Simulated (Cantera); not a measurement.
Mixture: C₃H₈ : O₂ : N₂ : CO₂ = 1 : 5 : 15 : 0.54 (molar parts), at 1.09 atm, adiabatic and at constant volume. Ignition delay is the time to a rise of 400 K.

Detailed kinetics in Cantera: GRI-Mech 3.0 (53 species, 325 reactions). GRI-Mech 3.0 was tuned for natural gas; its chemistry of propane as a main component is partial and can be far from experiment.

Q: Predict: delay at 1025 K; delay at 1100 K; delay at 1175 K; delay at 1250 K; delay at 1325 K; delay at 1400 K; apparent activation energy between 1250 and 1400 K.

A: 
```json
{
 "delay at 1025 K": "0.257 s",
 "delay at 1100 K": "44.8 ms",
 "delay at 1175 K": "8.44 ms",
 "delay at 1250 K": "1.88 ms",
 "delay at 1325 K": "0.521 ms",
 "delay at 1400 K": "0.180 ms",
 "apparent activation energy between 1250 and 1400 K": "230 kJ/mol"
}
```
